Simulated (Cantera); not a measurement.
A perfectly stirred reactor is fed with 8.50 % CH4, 26.2 % O2, 65.3 % N2, equivalence ratio 0.65, at 750 Torr; it is adiabatic with a 625 K inlet, and is followed from long to short residence time, starting on the burning branch (τ in s: 0.49, 0.11, 0.026, 0.006, 0.0014, 0.00032, 7.4e-05, 1.7e-05, 3.9e-06).

Computed with Cantera and GRI-Mech 3.0 (53 species, 325 reactions).

x: mole fraction; the columns are a selection and need not sum to one.

| τ (s) | T (K) | x CH4 | x O2 | x C2H | x NO | x N2O | x HCN |
|---|---|---|---|---|---|---|---|
| 0.49 | 2300 | 2.86e-7 | 0.0870 | <1e-12 | 0.00784 | 4.62e-7 | ? |
| 0.11 | 2303 | 1.23e-6 | 0.0883 | <1e-12 | 0.00526 | 4.63e-7 | ? |
| 0.026 | 2303 | 4.80e-6 | 0.0899 | <1e-12 | 0.00223 | 4.56e-7 | ? |
| 0.0060 | 2284 | 1.74e-5 | 0.0910 | 8.89e-12 | 0.000708 | 4.51e-7 | 1.06e-7 |
| 0.0014 | 2221 | 5.36e-5 | 0.0923 | 4.49e-11 | 0.000219 | 4.07e-7 | 1.03e-7 |
| 0.00032 | 2103 | 0.000171 | 0.0951 | 1.67e-10 | 6.05e-5 | 3.12e-7 | ? |
| 7.4e-5 | 1945 | 0.000713 | 0.103 | 9.04e-10 | 1.77e-5 | 2.30e-7 | ? |
| 1.7e-5 | 625 | 0.0850 | 0.262 | <1e-12 | <1e-12 | <1e-12 | <1e-12 |
| 3.9e-6 | 625 | 0.0850 | 0.262 | <1e-12 | <1e-12 | <1e-12 | <1e-12 |

Problem. Complete the blanks.

Solution. 
- 0.49, x HCN: 2.13e-8
- 0.11, x HCN: 6.03e-8
- 0.026, x HCN: 9.69e-8
- 0.00032, x HCN: 1.31e-7
- 7.4e-5, x HCN: 2.60e-7
